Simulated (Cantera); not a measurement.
## Transport properties of process gases

Gas mixture: N₂O = 0.14 (molar parts), at 100.0 Torr, frozen composition.

Cantera's kinetic-theory transport with the Lennard-Jones parameters of GRI-Mech 3.0, ideal gas; thermal conductivity in the multicomponent form. The composition is frozen, though it would react at the higher temperatures.

```json
[
 {"T (K)": "400", "ρ (kg/m³)": "0.176", "cp (J/kg/K)": "970.3", "μ (µPa s)": "19.5", "λ (mW/m/K)": "25.3", "Pr": "0.746", "D (cm²/s) O": "3.19", "D (cm²/s) H": "12.6", "D (cm²/s) OH": "3.12"},
 {"T (K)": "600", "ρ (kg/m³)": "0.118", "cp (J/kg/K)": "1101", "μ (µPa s)": "27.3", "λ (mW/m/K)": "40.4", "Pr": "0.744", "D (cm²/s) O": "6.47", "D (cm²/s) H": "26.1", "D (cm²/s) OH": "6.33"},
 {"T (K)": "800", "ρ (kg/m³)": "0.0882", "cp (J/kg/K)": "1192", "μ (µPa s)": "34.0", "λ (mW/m/K)": "54.7", "Pr": "0.742", "D (cm²/s) O": "10.6", "D (cm²/s) H": "43.0", "D (cm²/s) OH": "10.3"},
 {"T (K)": "1000", "ρ (kg/m³)": "0.0706", "cp (J/kg/K)": "1255", "μ (µPa s)": "40.0", "λ (mW/m/K)": "67.9", "Pr": "0.740", "D (cm²/s) O": "15.4", "D (cm²/s) H": "62.9", "D (cm²/s) OH": "15.1"},
 {"T (K)": "1200", "ρ (kg/m³)": "0.0588", "cp (J/kg/K)": "1294", "μ (µPa s)": "45.5", "λ (mW/m/K)": "79.8", "Pr": "0.738", "D (cm²/s) O": "20.9", "D (cm²/s) H": "85.6", "D (cm²/s) OH": "20.4"},
 {"T (K)": "1400", "ρ (kg/m³)": "0.0504", "cp (J/kg/K)": "1327", "μ (µPa s)": "50.5", "λ (mW/m/K)": "91.0", "Pr": "0.736", "D (cm²/s) O": "27.0", "D (cm²/s) H": "111", "D (cm²/s) OH": "26.4"},
 {"T (K)": "1600", "ρ (kg/m³)": "0.0441", "cp (J/kg/K)": "1353", "μ (µPa s)": "55.2", "λ (mW/m/K)": "102", "Pr": "0.735", "D (cm²/s) O": "33.8", "D (cm²/s) H": "139", "D (cm²/s) OH": "33.0"},
 {"T (K)": "1800", "ρ (kg/m³)": "0.0392", "cp (J/kg/K)": "1375", "μ (µPa s)": "59.7", "λ (mW/m/K)": "112", "Pr": "0.733", "D (cm²/s) O": "41.1", "D (cm²/s) H": "169", "D (cm²/s) OH": "40.2"}
]
```
D: mixture-averaged diffusion coefficient of that species in the mixture.
